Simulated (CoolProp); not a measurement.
Saturation properties of octamethylcyclotetrasiloxane (D4) (Tc = 313.4 °C, pc = 1.347 MPa, ω = 0.598).

Values from CoolProp's reference Helmholtz-energy equation of state, Thol 2015.

```
T (°C)    p (MPa)  liquid density (kg/m³)  enthalpy of vaporisation (kJ/kg)  liquid cp (kJ/(kg K))  vapour Z  surface tension (mN/m)
------  ---------  ----------------------  --------------------------------  ---------------------  --------  ----------------------
30.45   0.0001998                   944.5                             183.5                  1.680    0.9994                    17.6
50.95   0.0007614                   920.9                             176.0                  1.716    0.9982                    16.1
71.35    0.002351                   897.2                             168.7                  1.755    0.9956                    14.6
91.85    0.006186                   872.9                             161.5                  1.798    0.9906                    13.1
112.25    0.01417                   848.2                             154.3                  1.843    0.9822                    11.7
132.75    0.02922                   822.6                             147.0                  1.891    0.9693                    10.2
153.25    0.05506                   796.0                             139.5                  1.940    0.9508                    8.86
173.65    0.09606                   768.3                             131.7                  1.991    0.9260                    7.52
```

It boils at 175.7 °C under 1 atm.

Surface tension comes from a separate correlation (Mulero 2014), older than this fluid's equation and unchecked against measurements.
